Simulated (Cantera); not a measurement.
Feed: 1 mol PbO, 0.38 mol CO, 0.44 mol H₂, at 998 K and 1.13 Torr.

Cantera equilibrium calculation (NASA polynomials, part measured and part estimated; ideal gas, pure solids and liquids). Candidate condensed phases: C, C₆H₆, C₇H₈, C₈H₁₈, H₂O, Pb, PbO, PbO₂, Pb₃O₄; 113 gas species. Kinetics and transport are ignored.

Base state: H₂O 0.531, CO₂ 0.458, Pb 0.0103, PbO 0.000190, H₂ 7.76e-5, CO 4.63e-5 (mole fractions); condensed: Pb(l) + PbO(yellow).

Question: What changes in the equilibrium state with this change: pressure from 1.13 Torr to 1 atm?

Answer: 
```tsv
species	before	after
H₂O	0.531	0.536
CO₂	0.458	0.463
H₂	7.76e-5	7.84e-5
Pb	0.0103	1.53e-5
PbO	0.000190	2.81e-7
CO	4.63e-5	4.68e-5
Pb(l), mol	0.811	0.820
PbO(yellow), mol	0.180	0.180
```
